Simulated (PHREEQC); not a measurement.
Make-up at 40 °C: 20 mmol/kgw Cu(NO3)2, 0.42 mmol/kgw HBF4 and 0.33 mmol/kgw KCl. Closed to the air; pH follows from the charge balance.

Computed with PHREEQC (ion-association model, phreeqc.dat).

This is a speciation only: nothing precipitates in the calculation.

Task: What pH, specific conductance, density does the model give?

Result: pH 3.14; specific conductance 5980 µS/cm; density 0.995 g/cm³.

Task: In which forms is F present?

Result: HF 48 %, F- 43 %, CuF+ 7.8 %, BF4- 0.8 %, BF2(OH)2- 0.7 % of the F.

Away from 25 °C the constants follow the database's enthalpies or fits; those with neither stay at their 25 °C values. Real BF4- forms and hydrolyses slowly; the run takes it at equilibrium.
